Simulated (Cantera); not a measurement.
Input: 1 mol HI, 0.61 mol H2O, 0.12 mol H2, at 900 K and 0.0100 bar.

Method: chemical equilibrium by Gibbs-energy minimisation in Cantera with the NASA 1993 tables (ideal gas, pure condensed phases). Candidate condensed phases: H2O, I2; 12 gas species. Equilibrium is a limit: real reactors are often held back by kinetics, nucleation or transport.

Q: What is the equilibrium state?

A: 
```json
{
  "x(HI)": "0.440",
  "x(H2O)": "0.345",
  "x(H2)": "0.131",
  "x(I2)": "0.0426",
  "x(I)": "0.0410",
  "gas_amount": "1.766 mol",
  "log10 activity of I2(l) (absent)": "-5.32"
}
```
